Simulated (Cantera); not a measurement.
An isothermal, constant-pressure homogeneous reactor starts with 5.05 % CH4, 85.5 % H2, 9.41 % H, at 1375 K and 0.132 atm.

Model: GRI-Mech 3.0 (53 species, 325 reactions), integrated in Cantera. GRI-Mech 3.0 stops at C3 and has no aromatics, soot or wall deposition, so with more carbon than oxygen in the feed, carbon stays in small species such as C2H2 where larger ones or solid carbon would form.

### Question
Predict: x(CH4) at 40.0 s; x(H2) at 40.0 s; x(H) at 40.0 s; x(CH3) at 40.0 s.

### Answer
x(CH4) at 40.0 s: 0.0436 (gas-phase equilibrium 0.0372)
x(H2) at 40.0 s: 0.952 (gas-phase equilibrium 0.955)
x(H) at 40.0 s: 8.50e-6 (gas-phase equilibrium 9.23e-6)
x(CH3) at 40.0 s: 7.76e-6 (gas-phase equilibrium 7.17e-6)
